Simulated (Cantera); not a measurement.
Feed: 1 mol SiC, 0.031 mol CO2, 320 mol N2, 0.31 mol N2O, equilibrated at 8.00 Pa.

These are equilibrium values from Cantera (NASA tables, ideal gas, pure condensed phases), not measurements of a reactor. Candidate condensed phases: C, Si, SiC, SiO2, Si2N2O, Si3N4; 34 gas species. The numbers say what is thermodynamically allowed, not how fast it happens. All values below are at 1550 K.

Base state: N2 0.999, CO 0.000661, SiO 0.000499, Si 6.48e-5 (mole fractions); condensed: SiC(s).

Task: What changes in the equilibrium state with this change: pressure from 8.00 Pa to 31000 Pa?

Result: 
```json
[
 {"species": "N2", "before": "0.999", "after": "1.000"},
 {"species": "CO", "before": "0.000661", "after": "0.000452"},
 {"species": "SiO", "before": "0.000499", "after": "6.64e-7"},
 {"species": "Si", "before": "6.48e-5", "after": "<1e-9"},
 {"species": "SiC(s), mol", "before": "0.819", "after": "0"},
 {"species": "C(graphite), mol", "before": "0", "after": "0.887"},
 {"species": "Si2N2O(s), mol", "before": "0", "after": "0.227"},
 {"species": "Si3N4(s), mol", "before": "0", "after": "0.182"}
]
```
Mutual solubility and eutectic melting of coexisting phases are not modelled.
